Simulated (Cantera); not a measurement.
**Ignition delay**

Mixture: 13.7 % CH₄, 17.8 % H₂, 19.0 % O₂, 49.6 % N₂, equivalence ratio 1.9, at 1.60 bar, adiabatic and at constant pressure. Ignition delay is the time to a rise of 400 K.

Cantera simulation using GRI-Mech 3.0 (53 species, 325 reactions); the numbers are that mechanism's predictions, not measurements.

```tsv
T0 (K)	delay (ms)
1198	0.543
1298	0.252
1398	0.128
1498	0.0706
1598	0.0421
1698	0.0267
1798	0.0178
1898	0.0123
```

The apparent activation energy between 1698 and 1898 K is 100 kJ/mol.
